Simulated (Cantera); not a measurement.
A freely propagating, adiabatic, planar premixed flame of H2 : O2 : N2 = 1 : 0.417 : 1.67 (molar parts), equivalence ratio 1.2, unburnt at 650 K and 1.01 bar; mixture-averaged transport, grid criteria slope 0.08 and curve 0.16, no radiation.

Cantera simulation using the H2/O2 subset of GRI-Mech 3.0, which has no nitrogen chemistry; the numbers are that mechanism's predictions, not measurements. Burning velocities carry a grid error of a few per cent, more on coarse grids.

**Question.** What does this change do: N2 1.67 to 2.1 parts?

**Answer.** 
```csv
quantity,before,after
laminar burning velocity,911 cm/s,749 cm/s
thermal thickness,0.485 mm,0.515 mm
peak x(OH),0.0164,0.0118
peak x(HO2),0.000245,0.000215
peak x(H),0.0751,0.0611
```

**Question.** What does this change do: inlet temperature 650 to 300 K?

**Answer.** 
```json
[
 {"quantity": "laminar burning velocity", "before": "911 cm/s", "after": "260 cm/s"},
 {"quantity": "thermal thickness", "before": "0.485 mm", "after": "0.332 mm"},
 {"quantity": "peak x(OH)", "before": "0.0164", "after": "0.0116"},
 {"quantity": "peak x(HO2)", "before": "0.000245", "after": "0.000505"},
 {"quantity": "peak x(H)", "before": "0.0751", "after": "0.0540"}
]
```
